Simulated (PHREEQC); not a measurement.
Solution (25 °C): 1.6 mmol/kgw CaCl2, 0.0031 mmol/kgw CO2 and 190 mmol/kgw NaCl. Closed to the air; pH follows from the charge balance.

All values are PHREEQC results (ion-association model, wateq4f.dat), not measurements.

| quantity | before | after |
|---|---|---|
| pH | 6.00 | 5.89 |
| CaOH+ (mol/kgw) | 1.13e-10 | 8.85e-11 |
| SI of Halite (NaCl) | -3.29 | -3.29 |
| SI of Portlandite (Ca(OH)2) | -14.09 | -14.30 |

**Question.** Which change was made?
(A) CO2 from 3.1e-06 to 1.55e-06 mol/kgw
(B) CO2 from 3.1e-06 to 4.65e-06 mol/kgw
(C) CO2 left out
(D) CaCl2 from 0.0016 to 0.0032 mol/kgw

**Answer.** B, CO2 from 3.1e-06 to 4.65e-06 mol/kgw

No solid was allowed to form.
